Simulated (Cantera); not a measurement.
What does this Cantera script print?

```python
import numpy as np
import cantera as ct

gas = ct.Solution("gri30.yaml")
gas.TPX = 648, 13332, {'CH4': 1, 'C2H6': 0.23, 'C3H8': 0.19, 'O2': 2.5, 'N2': 12.3, 'H2O': 0.74}
flame = ct.FreeFlame(gas, width=0.16)
flame.set_refine_criteria(ratio=3, slope=0.08, curve=0.16)
flame.transport_model = "mixture-averaged"
flame.solve(loglevel=0, auto=True)
z, T = flame.grid, flame.T
thick = (T[-1] - T[0]) / np.gradient(T, z).max()
show = ['CH4', 'C2H6', 'C3H8', 'O', 'C2H4', 'HCN']
print(f"laminar burning velocity  {flame.velocity[0] * 100:.3f} cm/s")
print(f"burnt temperature         {T[-1]:.1f} K")
print(f"thermal thickness         {thick * 1e3:.4f} mm")
print(f"grid points               {len(z)}")
z0 = z[flame.heat_release_rate.argmax()]
print(f"{'z/mm':>9s}{'T/K':>9s}{'u/(m/s)':>9s}" + "".join(f"{s:>11s}" for s in show))
rows = []
for k in (-3, -2, -1.5, -1, -0.5, -0.25, 0, 0.25, 0.5, 1, 2, 4, 8):
    zz = z0 + k * thick
    rows.append([k * thick, np.interp(zz, z, T), np.interp(zz, z, flame.velocity),
                 *(np.interp(zz, z, flame.X[gas.species_index(s)]) for s in show)])
    print(f"{rows[-1][0] * 1e3:9.3f}{rows[-1][1]:9.1f}{rows[-1][2]:9.3f}" + "".join(f"{x:11.3e}" for x in rows[-1][3:]))
```

Output:

```
laminar burning velocity  71.413 cm/s
burnt temperature         1885.1 K
thermal thickness         3.8088 mm
grid points               126
     z/mm      T/K  u/(m/s)        CH4       C2H6       C3H8          O       C2H4        HCN
  -11.426    649.0    0.719  5.856e-02  1.349e-02  1.115e-02  8.819e-13  2.973e-06  1.991e-09
   -7.618    654.1    0.729  5.794e-02  1.340e-02  1.108e-02  5.254e-11  2.302e-05  1.543e-08
   -5.713    670.4    0.753  5.683e-02  1.325e-02  1.098e-02  1.236e-09  1.136e-04  7.666e-08
   -3.809    752.5    0.857  5.286e-02  1.262e-02  1.050e-02  4.357e-08  8.027e-04  5.663e-07
   -1.904   1080.7    1.266  3.842e-02  8.877e-03  6.423e-03  3.056e-06  4.556e-03  4.047e-06
   -0.952   1375.1    1.646  2.399e-02  3.751e-03  1.614e-03  3.496e-05  6.084e-03  9.254e-06
    0.000   1643.2    1.995  8.728e-03  3.229e-04  2.836e-05  1.416e-04  2.458e-03  1.887e-05
    0.952   1784.5    2.175  1.819e-03  7.737e-06  2.174e-08  1.896e-04  3.076e-04  3.022e-05
    1.904   1834.7    2.235  3.506e-04  3.008e-07  2.685e-11  1.467e-04  2.330e-05  3.499e-05
    3.809   1858.7    2.259  2.475e-05  1.905e-09  1.226e-14  9.289e-05  1.713e-07  3.187e-05
    7.618   1866.5    2.264  1.122e-06  4.204e-12  1.346e-18  7.624e-05  2.225e-09  2.102e-05
   15.235   1870.8    2.268  2.115e-08  1.802e-15  3.745e-23  6.529e-05  3.659e-11  9.334e-06
   30.471   1876.3    2.274  6.023e-11  2.663e-19  1.329e-28  5.123e-05  9.321e-14  2.449e-06
```

Detailed kinetics in Cantera: GRI-Mech 3.0 (53 species, 325 reactions). GRI-Mech 3.0 was tuned for natural gas; its chemistry of propane as a main component is partial and can be far from experiment. Burning velocities carry a grid error of a few per cent, more on coarse grids.
